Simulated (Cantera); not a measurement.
Stirred combustor or abatement burner

A perfectly stirred reactor is fed with H₂ : O₂ : N₂ : H₂O = 1 : 0.526 : 1.98 : 0.22 (molar parts), equivalence ratio 0.95, at 0.878 atm; it is adiabatic with a 600 K inlet, and is followed from long to short residence time, starting on the burning branch (τ in s: 0.021, 0.01, 0.0051, 0.0025, 0.0012, 0.0006, 0.00029, 0.00014, 7e-05, 3.4e-05, 1.7e-05, 8.2e-06).

Model: the H2/O2 subset of GRI-Mech 3.0, which has no nitrogen chemistry, integrated in Cantera.

```tsv
τ (s)	T (K)	x H₂	x O₂	x H₂O	x HO₂	x O	x H	x OH
0.021	2379	0.0146	0.0126	0.352	2.53e-6	0.00123	0.00249	0.0107
0.010	2358	0.0165	0.0133	0.349	2.77e-6	0.00147	0.00311	0.0115
0.0051	2326	0.0192	0.0145	0.344	3.20e-6	0.00187	0.00418	0.0125
0.0025	2274	0.0233	0.0163	0.337	4.02e-6	0.00257	0.00619	0.0140
0.0012	2199	0.0285	0.0188	0.327	5.53e-6	0.00368	0.00963	0.0154
0.00060	2108	0.0339	0.0217	0.316	7.80e-6	0.00512	0.0145	0.0165
0.00029	1995	0.0394	0.0252	0.303	1.13e-5	0.00696	0.0217	0.0168
0.00014	1865	0.0445	0.0291	0.290	1.61e-5	0.00893	0.0309	0.0160
7.0e-5	1730	0.0492	0.0336	0.277	2.23e-5	0.0105	0.0412	0.0143
3.4e-5	1579	0.0566	0.0401	0.261	3.19e-5	0.0113	0.0517	0.0115
1.7e-5	1412	0.0776	0.0531	0.236	5.06e-5	0.00988	0.0556	0.00792
8.2e-6	600	0.268	0.141	0.0590	<1e-12	<1e-12	<1e-12	<1e-12
```
x: mole fraction; the columns are a selection and need not sum to one.
